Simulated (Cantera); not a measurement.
Feed: 1 mol FeS, 290 mol H₂, 3.8 mol N₂, held at 1402 °C and 0.100 bar.

Equilibrium computed with Cantera from the NASA thermochemical tables; the gas is ideal and each condensed phase is pure. Candidate condensed phases: Fe, FeS, FeS₂, S; 16 gas species. Kinetics and transport are ignored.

Base state: H₂ 0.983, N₂ 0.0129, H₂S 0.00315, H 0.000364, SH 0.000178, Fe 4.15e-5, S₂ 3.55e-5 (mole fractions); condensed: Fe(δ).

Task: What changes in the equilibrium state with this change: temperature from 1402 °C to 1652 °C?

Result: 
```
species       before     after
----------  --------  --------
H₂             0.983     0.979
N₂            0.0129    0.0129
H           0.000364   0.00299
Fe           4.15e-5   0.00152
S            4.73e-6   6.54e-5
SH          0.000178  0.000644
S₂           3.55e-5  0.000117
Fe(δ), mol     0.988         0
Fe(l), mol         0     0.553
```

Task: What changes in the equilibrium state with this change: FeS replaced by NiS?

Result: 
```json
[
 {"species": "H₂", "before": "0.983", "after": "0.983"},
 {"species": "N₂", "before": "0.0129", "after": "0.0129"},
 {"species": "H₂S", "before": "0.00315", "after": "0.00315"},
 {"species": "Fe", "before": "4.15e-5", "after": "0"},
 {"species": "Ni", "before": "0", "after": "1.73e-5"},
 {"species": "S₂", "before": "3.55e-5", "after": "3.54e-5"},
 {"species": "SH", "before": "0.000178", "after": "0.000178"},
 {"species": "H", "before": "0.000364", "after": "0.000364"},
 {"species": "Fe(δ), mol", "before": "0.988", "after": "0"},
 {"species": "Ni(s), mol", "before": "0", "after": "0.994"}
]
```
Further candidate phases: Ni, NiS, NiS₂, Ni₃S₂, Ni₃S₄.
